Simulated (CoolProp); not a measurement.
n-butane along the isobar 120 bar: density (kg/m³) from the reference equation and from simpler models built on Tc = 152.0 °C, pc = 37.96 bar, ω = 0.201; each cubic takes its own stable root.

Values from CoolProp's reference Helmholtz-energy equation of state, Bücker 2006.

| T (°C) | phase | reference | van der Waals | Soave-Redlich-Kwong | Peng-Robinson |
|---|---|---|---|---|---|
| -125.95 | liquid | 728.7 | 449.6 | 664.4 | 743.4 |
| -113.75 | liquid | 717.8 | 445.1 | 657.9 | 736.5 |
| -101.45 | liquid | 706.9 | 440.5 | 650.9 | 729.2 |
| -89.25 | liquid | 696.0 | 435.8 | 643.7 | 721.5 |
| -76.95 | liquid | 685.1 | 431.0 | 636.1 | 713.4 |
| -64.75 | liquid | 674.2 | 426.1 | 628.2 | 704.9 |
| -52.45 | liquid | 663.1 | 421.2 | 619.8 | 695.9 |
| -40.15 | liquid | 652.0 | 416.1 | 611.1 | 686.4 |
| -27.95 | liquid | 640.8 | 410.9 | 602.0 | 676.5 |
| -15.65 | liquid | 629.5 | 405.7 | 592.3 | 666.0 |
| -3.45 | liquid | 618.0 | 400.3 | 582.3 | 655.0 |
| 8.85 | liquid | 606.3 | 394.8 | 571.8 | 643.4 |
